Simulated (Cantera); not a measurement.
What does this Cantera script print?

```python
import numpy as np
import cantera as ct

gas = ct.Solution("gri30.yaml", transport_model="multicomponent")
show = ['N2', 'H2O', 'H']

rows = []
print(f"{'T/K':>7s}{'rho':>11s}{'cp':>10s}{'mu':>11s}{'lambda':>11s}{'Pr':>7s}" + "".join(f"{'D_' + s:>11s}" for s in show))
for T in [400, 550, 700, 850, 1000, 1150]:
    gas.TPX = T, 2666, {'O2': 0.6, 'N2O': 0.73, 'H2O': 0.51}
    Pr = gas.cp_mass * gas.viscosity / gas.thermal_conductivity
    D = [gas.mix_diff_coeffs_mole[gas.species_index(s)] for s in show]
    rows.append([gas.density, gas.cp_mass, gas.viscosity, gas.thermal_conductivity, Pr, *D])
    print(f"{T:7g}{gas.density:11.4e}{gas.cp_mass:10.1f}{gas.viscosity:11.4e}"
          f"{gas.thermal_conductivity:11.4e}{Pr:7.3f}" + "".join(f"{d:11.4e}" for d in D))
print("SI units: kg/m3, J/kg/K, Pa s, W/m/K, m2/s")
```

Result:

```
    T/K        rho        cp         mu     lambda     Pr       D_N2      D_H2O        D_H
    400 2.6364e-02    1102.6 2.0054e-05 3.2020e-02  0.691 1.2070e-03 1.2632e-03 7.3871e-03
    550 1.9174e-02    1184.4 2.6287e-05 4.5183e-02  0.689 2.1218e-03 2.3262e-03 1.3104e-02
    700 1.5065e-02    1253.9 3.1937e-05 5.8158e-02  0.689 3.2230e-03 3.6407e-03 2.0010e-02
    850 1.2407e-02    1311.8 3.7146e-05 7.0788e-02  0.688 4.4930e-03 5.1781e-03 2.7989e-02
   1000 1.0546e-02    1360.0 4.2008e-05 8.3048e-02  0.688 5.9193e-03 6.9180e-03 3.6958e-02
   1150 9.1702e-03    1398.5 4.6590e-05 9.4836e-02  0.687 7.4926e-03 8.8451e-03 4.6854e-02
SI units: kg/m3, J/kg/K, Pa s, W/m/K, m2/s
```

Detailed kinetics in Cantera: GRI-Mech 3.0 (53 species, 325 reactions). Polar gases are described roughly by these parameters. The composition is frozen, though it would react at the higher temperatures.
